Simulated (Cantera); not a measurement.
A closed system holds: 1 mol SiO2, 0.44 mol CH4, 2.8 mol N2, at 0.0720 bar.

Equilibrium computed with Cantera from the NASA thermochemical tables; the gas is ideal and each condensed phase is pure. Candidate condensed phases: C, C6H6, C7H8, C8H18, H2O, Si, SiC, SiO2, Si2N2O, Si3N4; 151 gas species. Mutual solubility and eutectic melting of coexisting phases are not modelled. The tables hold silica as quartz up to 1696 K and as liquid above; real silica turns to tridymite and cristobalite and melts near 1996 K. Rates play no part. All values below are at 1575 K.

Base state: N2 0.667, H2 0.221, CO 0.111, SiO 0.000575, H 7.28e-5, H2O 7.21e-5, HCN 1.69e-5, CO2 1.24e-5 (mole fractions); condensed: SiO2(β-quartz) + Si2N2O(s).

Task: What changes in the equilibrium state with this change: pressure from 0.0720 bar to 0.000190 bar?

Result: 
```tsv
species	before	after
N2	0.667	0.614
H2	0.221	0.192
SiO	0.000575	0.0966
CO	0.111	0.0964
HCN	1.69e-5	1.54e-8
H	7.28e-5	0.00132
CO2	1.24e-5	2.44e-5
H2O	7.21e-5	0.000141
SiO2(β-quartz), mol	0.706	0.559
Si2N2O(s), mol	0.146	0
```
